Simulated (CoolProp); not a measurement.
Octamethyltrisiloxane (MDM) along the isobar 0.27 MPa: density (kg/m³) from the reference equation and from simpler models built on Tc = 565.4 K, pc = 1.438 MPa, ω = 0.528; each cubic takes its own stable root.

Model: reference Helmholtz-energy equation of state, Thol 2017, in CoolProp.

| T (K) | phase | reference | van der Waals | Redlich-Kwong | Peng-Robinson |
|---|---|---|---|---|---|
| 361.4 | liquid | [?] | 434.5 | 636.6 | 769.7 |
| 377.4 | liquid | 732.7 | 424.7 | 620.2 | 754.2 |
| 393.5 | liquid | 714.5 | 23.00 | 602.6 | 737.1 |
| 409.6 | liquid | 695.6 | 21.70 | 583.8 | 718.3 |
| 425.7 | liquid | [?] | 20.56 | [?] | 697.6 |
| 441.8 | liquid | 654.9 | 19.56 | 20.33 | 674.3 |
| 457.9 | liquid | 632.5 | 18.66 | 19.26 | 648.0 |
| 474 | gas | 18.88 | 17.85 | 18.32 | 18.92 |
| 490.1 | gas | 17.84 | [?] | 17.49 | 17.94 |
| 506.2 | gas | 16.97 | 16.46 | 16.75 | 17.09 |
| 522.3 | gas | [?] | 15.85 | 16.08 | 16.33 |
| 538.4 | gas | 15.53 | 15.28 | 15.47 | 15.66 |
| 554.5 | gas | 14.92 | 14.76 | 14.91 | 15.05 |
| 570.6 | gas | 14.37 | 14.28 | 14.40 | 14.50 |

Question: Fill in the missing entries.

Answer: 
- 361.4, reference: 750.2
- 425.7, reference: 675.9
- 425.7, Redlich-Kwong: 563.3
- 490.1, van der Waals: 17.12
- 522.3, reference: 16.20

At some of these states van der Waals, Redlich-Kwong gives the other phase, because its saturation line lies elsewhere.
